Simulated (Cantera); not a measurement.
## Equilibrium for hydrogen reduction and annealing atmospheres: Cu₂O + H₂ + N₂

A closed system holds: 1 mol Cu₂O, 72 mol H₂, 3.6 mol N₂, held at 1825 K and 73.0 mbar.

Cantera equilibrium calculation (NASA polynomials, part measured and part estimated; ideal gas, pure solids and liquids). Candidate condensed phases: Cu, CuO, Cu(OH)₂, Cu₂O, H₂O; 27 gas species. Kinetics and transport are ignored.

The x(H₂) comes out as 0.928 and the x(N₂) comes out as 0.0471. The x(H₂O) is 0.0131, the x(Cu) is 0.00986 and the x(H) is 0.00157. The x(Cu₂) is 2.10e-5 and the x(OH) is 1.55e-6. The n(Cu(l)) is 1.24 mol and the gas amount comes out as 76.42 mol.
